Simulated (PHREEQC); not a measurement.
Make-up at 25 °C: 0.0081 mol HF, 0.0022 mol NH4HF2 and 2.9e-07 mol H4SiO4 per kg of water. Closed to the air; pH follows from the charge balance.

Computed with PHREEQC (ion-association model, phreeqc.dat).

```
quantity                    before    after
------------------------  --------  -------
pH                            2.79     3.34
ionic strength (mol/kgw)   0.00390  0.00268
HF (mol/kgw)               0.00847  0.00170
F- (mol/kgw)               0.00378  0.00266
HF2- (mol/kgw)            0.000123  1.74e-5
NH3 (mol/kgw)             7.29e-10  2.61e-9
SI of Quartz (SiO2)          -6.96    -3.88
```

Problem. What was changed between the two runs?
A. NH4HF2 from 0.0022 to 0.022 mol/kgw
B. HF left out
C. temperature from 25 to 10 °C
D. diluted 5-fold with water
E. HF replaced by NH4BF4 at the same molality

Solution. B, HF left out

Precipitation was switched off in this run. SiF6-2 is the database's only silicon fluoride.
